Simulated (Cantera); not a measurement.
An adiabatic, constant-volume homogeneous reactor starts with CO : H2 : O2 : N2 : H2O = 1 : 1.1 : 0.438 : 2.93 : 1.3 (molar parts), at 1548 K and 1.50 bar.

Model: GRI-Mech 3.0 (53 species, 325 reactions), integrated in Cantera.

One state of this run: T (K) = 2530; P (bar) = 2.30; x CO = 0.104; x H2 = 0.0883; x O2 = 0.000214; x H2O2 = 4.74e-8; x NO2 = 3.40e-9; x CO2 = 0.0533. x: mole fraction; the columns are a selection and need not sum to one.

Q: Which value of t (s) does it belong to?
(A) 0.000255
(B) 9.99e-5
(C) 1.53e-5
(D) 0.000651

A: D, 0.000651
